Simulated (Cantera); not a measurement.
Feed: 1 mol NF₃, 1 mol H₂O, 2.7 mol H₂, held at 1150 K and 0.0750 Torr.

Equilibrium computed with Cantera from the NASA thermochemical tables; the gas is ideal and each condensed phase is pure. Candidate condensed phases: H₂O; 40 gas species. Kinetics and transport are ignored.

Base state: HF 0.526, H₂ 0.211, H₂O 0.175, N₂ 0.0877 (mole fractions); condensed: gas only.

### Question
What changes in the equilibrium state with this change: NF₃ replaced by CS₂?

### Answer
```csv
species,before,after
H₂,0.211,0.598
CO,0,0.181
S₂,0,0.143
HF,0.526,0
N₂,0.0877,0
H₂S,0,0.0749
H₂O,0.175,0.000620
CS₂,0,0.000777
SH,0,0.000773
COS,0,0.000716
CO₂,0,0.000157
```
Gases not in the tables: S₃ to S₇. Further candidate phases: C, C₆H₆, C₇H₈, C₈H₁₈, H₂SO₄, S.
